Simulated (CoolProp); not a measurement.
200 sccm (0 °C, 1 atm) of nitrogen bubbles through liquid hexamethyldisiloxane (MM) at 352.3 K and leaves saturated at a total pressure of 0.15 MPa (ideal gas phase). Each further row changes one setting.

Values from CoolProp's reference Helmholtz-energy equation of state, Thol 2016.

```csv
case,vapour pressure (kPa),mole fraction of vapour,delivery (mg/min),delivery (sccm),change of delivery for a bath 1 K warmer (%)
as stated,52.1,___,___,106,5.3
bath temperature 357.3 K,___,0.409,1000,139,5.7
total pressure 0.3 MPa,52.1,0.174,___,___,4.1
```

Q: What belongs in the gaps?

A: 
- as stated, mole fraction of vapour: 0.347
- as stated, delivery (mg/min): 770
- bath temperature 357.3 K, vapour pressure (kPa): 61.4
- total pressure 0.3 MPa, delivery (mg/min): 304
- total pressure 0.3 MPa, delivery (sccm): 42.0
